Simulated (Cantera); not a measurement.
Cantera run:

```python
import numpy as np
import cantera as ct

gas_names = """
    AL ALCL ALCL2 ALCL3 ALH AL2 AL2CL6 CL CL2 H HCL H2
""".split()
cond_names = """
    AL(cr) AL(L) ALCL3(s) ALCL3(L)
""".split()


# ... load() reads the species with a 1 bar reference pressure and builds the phases ...
atoms = {
    'AlCl3': {'AL': 1, 'CL': 3},
    'HCl': {'H': 1, 'CL': 1},
    'H2': {'H': 2},
}
top_T = {}  # K; cautious upper limits of use, not melting points


# ... equilibrate(T, P, feed) seeds the gas with the atoms and calls Mixture.equilibrate('TP', solver="vcs", rtol=1e-11, max_steps=5000) ...
results = []
feed = {'AlCl3': 1, 'HCl': 2.2, 'H2': 1.1}  # mol
T = 1325  # K
P = 45  # Pa
mix = equilibrate(T, P, feed)
results.append((T, P, feed, dict(zip(mix.species_names, mix.species_moles))))
print(gas.report(threshold=0.0001))
for i in range(1, mix.n_phases):
    print(f"{mix.phase(i).name:16s} {mix.phase_moles(i):12.5e} mol")
```

It prints:

```
       temperature   1325 K
          pressure   45 Pa
           density   0.00020457 kg/m^3
  mean mol. weight   50.082 kg/kmol
   phase of matter   gas

                          1 kg             1 kmol
                     ---------------   ---------------
          enthalpy       -2.7759e+06       -1.3902e+08  J
   internal energy       -2.9959e+06       -1.5004e+08  J
           entropy            6720.9        3.3659e+05  J/K
    Gibbs function       -1.1681e+07       -5.8501e+08  J
 heat capacity c_p            881.94             44169  J/K
 heat capacity c_v            715.92             35855  J/K

                      mass frac. Y      mole frac. X     chem. pot. / RT
                     ---------------   ---------------   ---------------
              ALCL        0.00062535        0.00050165           -50.523
             ALCL2         0.0051665         0.0026435           -78.649
             ALCL3            0.6096           0.22898           -106.77
               HCL           0.37436           0.51425           -41.789
                H2          0.010205           0.25352           -27.328
     [   +7 minor]        4.7958e-05         0.0001049

AL(L)             0.00000e+00 mol
ALCL3(L)          0.00000e+00 mol
```

These are equilibrium values from Cantera (NASA tables, ideal gas, pure condensed phases), not measurements of a reactor. The tables' values for AlCl2 are old estimates; treat these amounts as uncertain.
